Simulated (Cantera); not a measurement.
Feed: 1 mol SiH4, 22 mol H2, 1.5 mol HCl, at 0.490 bar.

These are equilibrium values from Cantera (NASA tables, ideal gas, pure condensed phases), not measurements of a reactor. Candidate condensed phases: Si; 19 gas species. The tables' values for SiCl3, SiCl are old estimates; treat these amounts as uncertain. Gases not in the tables: Si2H6 and higher silanes. Equilibrium is a limit: real reactors are often held back by kinetics, nucleation or transport.

x: gas mole fraction; n: condensed amount in mol.

| T (K) | x H2 | x HCl | x SiCl4 | x SiHCl3 | x SiCl2 | x SiCl3 | x SiH2Cl2 | n Si(s) | n Si(l) |
|---|---|---|---|---|---|---|---|---|---|
| 873 | 0.981 | 0.00222 | 0.00821 | 0.00776 | 6.39e-6 | 2.99e-5 | 0.000668 | 0.581 | 0 |
| 1023 | 0.976 | 0.00894 | 0.00715 | 0.00661 | 0.000145 | 0.000222 | 0.000676 | 0.628 | 0 |
| 1173 | 0.966 | 0.0227 | 0.00444 | 0.00440 | 0.00121 | 0.000738 | 0.000560 | 0.713 | 0 |
| 1323 | 0.954 | 0.0373 | 0.00130 | 0.00168 | 0.00398 | 0.000971 | 0.000313 | 0.790 | 0 |
| 1473 | 0.950 | 0.0429 | ___ | ___ | ___ | 0.000560 | ___ | 0.813 | 0 |
| 1623 | 0.949 | 0.0436 | ___ | ___ | 0.00701 | 0.000264 | ___ | 0.810 | 0 |
| 1773 | 0.948 | 0.0447 | 3.87e-6 | 1.92e-5 | 0.00678 | 0.000124 | 1.71e-5 | 0 | 0.821 |

Q: Complete the blanks.

A: 
- 1473, x SiCl4: 0.000176
- 1473, x SiHCl3: 0.000365
- 1473, x SiCl2: 0.00610
- 1473, x SiH2Cl2: 0.000119
- 1623, x SiCl4: 2.32e-5
- 1623, x SiHCl3: 7.82e-5
- 1623, x SiH2Cl2: 4.45e-5
